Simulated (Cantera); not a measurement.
Input: 1 mol B, 6.9 mol O2, 92 mol H2, at 1148 K and 0.00200 bar.

Cantera equilibrium calculation (NASA polynomials, part measured and part estimated; ideal gas, pure solids and liquids). Candidate condensed phases: B, B2O3, B3O3H3, H2O; 23 gas species. Gases not in the tables: H3BO3. Rates play no part.

Base state: H2 0.865, H2O 0.132, HBO2 0.00311, (HBO2)3 3.06e-5 (mole fractions); condensed: B2O3(l).

Problem. What changes in the equilibrium state with this change: pressure from 0.00200 bar to 0.000120 bar?

Solution. 
```
species        before    after
------------  -------  -------
H2              0.865    0.862
H2O             0.132    0.128
HBO2          0.00311   0.0108
(HBO2)3       3.06e-5  4.60e-6
B2O3(l), mol    0.353        0
```
